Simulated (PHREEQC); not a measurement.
0.12 g of hydrous ferric oxide (600 m²/g; 0.2 weak and 0.005 strong sites per Fe, Dzombak-Morel constants, diffuse double layer) in 1 kg of water with 0.005 mol/kgw of an inert sodium salt and 0.00038 mmol/kgw NiCl2 and 0.31 mmol/kgw CaCl2, at 25 °C; the pH is set by adding NaOH or the inert anion's acid. O2 is buffered at 0.21 atm. No CO2 enters from the air. No solid was allowed to form.

The series has 13 steps of pH, from 3 to 11.

The numbers come from PHREEQC with the ion-association model, wateq4f.dat.

Question: Near which pH is half of the Ni sorbed, and on which side is more sorbed?

Answer: Near pH 6.6, with more sorbed at higher pH.

Along this series the solution becomes supersaturated in solids that the run did not let form, among them Ni(OH)2. The oxide is taken as insoluble; below pH 4 it would dissolve.
